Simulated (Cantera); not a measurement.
A closed system holds: 1 mol SiCl4, 0.059 mol CH4, 44 mol H2, at 1925 K and 490 Pa.

These are equilibrium values from Cantera (NASA tables, ideal gas, pure condensed phases), not measurements of a reactor. Mutual solubility and eutectic melting of coexisting phases are not modelled. The tables' values for SiCl, SiCl3 are old estimates; treat these amounts as uncertain. Gases not in the tables: Si2H6 and higher silanes. Rates play no part.

```
species        before    after
-----------  --------  -------
H2              0.908    0.981
H              0.0130   0.0135
HCl            0.0621  0.00467
SiCl2          0.0111  1.66e-5
Si            0.00355  0.00101
SiCl3         1.54e-5  1.66e-9
SiCl         0.000701  1.44e-5
Cl           0.000669  4.85e-5
Si2           3.05e-5  2.46e-6
Si2C          7.00e-5  1.99e-5
SiH          0.000193  5.70e-5
Si(l), mol      0.204        0
SiC(s), mol    0.0557   0.0252
```
Gas species are given as mole fractions.

Q: Name the change that produced these shifts.
(A) CH4 from 0.059 to 0.71 mol
(B) pressure from 490 Pa to 100000 Pa
(C) H2 from 44 to 830 mol
(D) pressure from 490 Pa to 1000 Pa

A: C, H2 from 44 to 830 mol. The tables' values for SiCl are old estimates; treat these amounts as uncertain
